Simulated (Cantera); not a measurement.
A Cantera script and what it prints.

```python
import numpy as np
import cantera as ct

gas_names = """
    Cr CrN H H2 N NH NH2 NH3 N2 N2H2 N2H4
""".split()
cond_names = """
    Cr(cr) Cr(L) CrN(s) Cr2N(s)
""".split()


# ... load() reads the species with a 1 bar reference pressure and builds the phases ...
atoms = {
    'Cr': {'Cr': 1},
    'N2': {'N': 2},
    'H2': {'H': 2},
}
top_T = {'CrN(s)': 1900, 'Cr2N(s)': 1900}  # K; cautious upper limits of use, not melting points


# ... equilibrate(T, P, feed) seeds the gas with the atoms and calls Mixture.equilibrate('TP', solver="vcs", rtol=1e-11, max_steps=5000) ...
results = []
P = 160000  # Pa
for T in [1225, 1250, 1275, 1300, 1325, 1350, 1375, 1400, 1425, 1450, 1475, 1500]:
    for m in [0.16, 0.25, 0.38, 0.57, 0.87, 1.3, 2, 3.1, 4.7, 7.1, 11, 16]:
        feed = {'Cr': 1, 'N2': m, 'H2': 340}  # mol
        mix = equilibrate(T, P, feed)
        results.append((T, P, feed, dict(zip(mix.species_names, mix.species_moles))))

for T, P, feed, n in results:
    print(f"{T:7g} {feed['N2']:10.4g}  " + (" + ".join(c for c in cond_names if n.get(c, 0) > 1e-12) or "gas only"))
```

Result:

```
   1225       0.16  Cr(cr)
   1225       0.25  Cr(cr) + Cr2N(s)
   1225       0.38  Cr(cr) + Cr2N(s)
   1225       0.57  Cr2N(s)
   1225       0.87  Cr2N(s)
   1225        1.3  Cr2N(s)
   1225          2  Cr2N(s)
   1225        3.1  Cr2N(s)
   1225        4.7  Cr2N(s)
   1225        7.1  Cr2N(s)
   1225         11  Cr2N(s)
   1225         16  Cr2N(s)
   1250       0.16  Cr(cr)
   1250       0.25  Cr(cr)
   1250       0.38  Cr(cr) + Cr2N(s)
   1250       0.57  Cr2N(s)
   1250       0.87  Cr2N(s)
   1250        1.3  Cr2N(s)
   1250          2  Cr2N(s)
   1250        3.1  Cr2N(s)
   1250        4.7  Cr2N(s)
   1250        7.1  Cr2N(s)
   1250         11  Cr2N(s)
   1250         16  Cr2N(s)
   1275       0.16  Cr(cr)
   1275       0.25  Cr(cr)
   1275       0.38  Cr(cr)
   1275       0.57  Cr(cr) + Cr2N(s)
   1275       0.87  Cr2N(s)
   1275        1.3  Cr2N(s)
   1275          2  Cr2N(s)
   1275        3.1  Cr2N(s)
   1275        4.7  Cr2N(s)
   1275        7.1  Cr2N(s)
   1275         11  Cr2N(s)
   1275         16  Cr2N(s)
   1300       0.16  Cr(cr)
   1300       0.25  Cr(cr)
   1300       0.38  Cr(cr)
   1300       0.57  Cr(cr)
   1300       0.87  Cr2N(s)
   1300        1.3  Cr2N(s)
   1300          2  Cr2N(s)
   1300        3.1  Cr2N(s)
   1300        4.7  Cr2N(s)
   1300        7.1  Cr2N(s)
   1300         11  Cr2N(s)
   1300         16  Cr2N(s)
   1325       0.16  Cr(cr)
   1325       0.25  Cr(cr)
   1325       0.38  Cr(cr)
   1325       0.57  Cr(cr)
   1325       0.87  Cr(cr)
   1325        1.3  Cr2N(s)
   1325          2  Cr2N(s)
   1325        3.1  Cr2N(s)
   1325        4.7  Cr2N(s)
   1325        7.1  Cr2N(s)
   1325         11  Cr2N(s)
   1325         16  Cr2N(s)
   1350       0.16  Cr(cr)
   1350       0.25  Cr(cr)
   1350       0.38  Cr(cr)
   1350       0.57  Cr(cr)
   1350       0.87  Cr(cr)
   1350        1.3  Cr(cr)
   1350          2  Cr2N(s)
   1350        3.1  Cr2N(s)
   1350        4.7  Cr2N(s)
   1350        7.1  Cr2N(s)
   1350         11  Cr2N(s)
   1350         16  Cr2N(s)
   1375       0.16  Cr(cr)
   1375       0.25  Cr(cr)
   1375       0.38  Cr(cr)
   1375       0.57  Cr(cr)
   1375       0.87  Cr(cr)
   1375        1.3  Cr(cr)
   1375          2  Cr(cr) + Cr2N(s)
   1375        3.1  Cr2N(s)
   1375        4.7  Cr2N(s)
   1375        7.1  Cr2N(s)
   1375         11  Cr2N(s)
   1375         16  Cr2N(s)
   1400       0.16  Cr(cr)
   1400       0.25  Cr(cr)
   1400       0.38  Cr(cr)
   1400       0.57  Cr(cr)
   1400       0.87  Cr(cr)
   1400        1.3  Cr(cr)
   1400          2  Cr(cr)
   1400        3.1  Cr(cr) + Cr2N(s)
   1400        4.7  Cr2N(s)
   1400        7.1  Cr2N(s)
   1400         11  Cr2N(s)
   1400         16  Cr2N(s)
   1425       0.16  Cr(cr)
   1425       0.25  Cr(cr)
   1425       0.38  Cr(cr)
   1425       0.57  Cr(cr)
   1425       0.87  Cr(cr)
   1425        1.3  Cr(cr)
   1425          2  Cr(cr)
   1425        3.1  Cr(cr)
   1425        4.7  Cr2N(s)
   1425        7.1  Cr2N(s)
   1425         11  Cr2N(s)
   1425         16  Cr2N(s)
   1450       0.16  Cr(cr)
   1450       0.25  Cr(cr)
   1450       0.38  Cr(cr)
   1450       0.57  Cr(cr)
   1450       0.87  Cr(cr)
   1450        1.3  Cr(cr)
   1450          2  Cr(cr)
   1450        3.1  Cr(cr)
   1450        4.7  Cr(cr)
   1450        7.1  Cr2N(s)
   1450         11  Cr2N(s)
   1450         16  Cr2N(s)
   1475       0.16  Cr(cr)
   1475       0.25  Cr(cr)
   1475       0.38  Cr(cr)
   1475       0.57  Cr(cr)
   1475       0.87  Cr(cr)
   1475        1.3  Cr(cr)
   1475          2  Cr(cr)
   1475        3.1  Cr(cr)
   1475        4.7  Cr(cr)
   1475        7.1  Cr(cr)
   1475         11  Cr2N(s)
   1475         16  Cr2N(s)
   1500       0.16  Cr(cr)
   1500       0.25  Cr(cr)
   1500       0.38  Cr(cr)
   1500       0.57  Cr(cr)
   1500       0.87  Cr(cr)
   1500        1.3  Cr(cr)
   1500          2  Cr(cr)
   1500        3.1  Cr(cr)
   1500        4.7  Cr(cr)
   1500        7.1  Cr(cr)
   1500         11  Cr(cr) + Cr2N(s)
   1500         16  Cr2N(s)
```

Cantera equilibrium calculation (NASA polynomials, part measured and part estimated; ideal gas, pure solids and liquids). Mutual solubility and eutectic melting of coexisting phases are not modelled.
